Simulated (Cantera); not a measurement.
# Stirred combustor or abatement burner

A perfectly stirred reactor is fed with CH₃OH : O₂ : N₂ : CO₂ : H₂O = 1 : 1.07 : 4.03 : 0.9 : 0.0095 (molar parts), equivalence ratio 1.4, at 0.227 atm; it is adiabatic with a 300 K inlet, and is followed from long to short residence time, starting on the burning branch (τ in s: 0.037, 0.02, 0.011, 0.0057, 0.0031, 0.0017, 0.00089, 0.00048, 0.00026, 0.00014, 7.3e-05, 3.9e-05).

Cantera simulation using GRI-Mech 3.0 (53 species, 325 reactions); the numbers are that mechanism's predictions, not measurements. GRI-Mech 3.0 was tuned for natural gas; its chemistry of methanol as a main component is partial and can be far from experiment.

```
τ (s)    T (K)   x CH₃OH     x O₂  x CO₂   x H₂O₂    x CH₂   x C₂H₂
-------  -----  --------  -------  -----  -------  -------  -------
0.037     1695   8.20e-6  0.00165  0.160  7.62e-8  2.22e-7  8.19e-9
0.020     1680   1.34e-5  0.00217  0.159  9.39e-8  3.81e-7  2.06e-8
0.011     1665   2.25e-5  0.00277  0.159  1.11e-7  6.48e-7  5.31e-8
0.0057    1649   4.14e-5  0.00363  0.158  1.27e-7  1.18e-6  1.59e-7
0.0031    1633   7.70e-5  0.00485  0.156  1.41e-7  2.09e-6  4.51e-7
0.0017    1609  0.000156  0.00711  0.153  1.60e-7  3.73e-6  1.28e-6
0.00089    300     0.143    0.153  0.128   <1e-12   <1e-12   <1e-12
0.00048    300     0.143    0.153  0.128   <1e-12   <1e-12   <1e-12
0.00026    300     0.143    0.153  0.128   <1e-12   <1e-12   <1e-12
0.00014    300     0.143    0.153  0.128   <1e-12   <1e-12   <1e-12
7.3e-5     300     0.143    0.153  0.128   <1e-12   <1e-12   <1e-12
3.9e-5     300     0.143    0.153  0.128   <1e-12   <1e-12   <1e-12
```
x: mole fraction; the columns are a selection and need not sum to one.
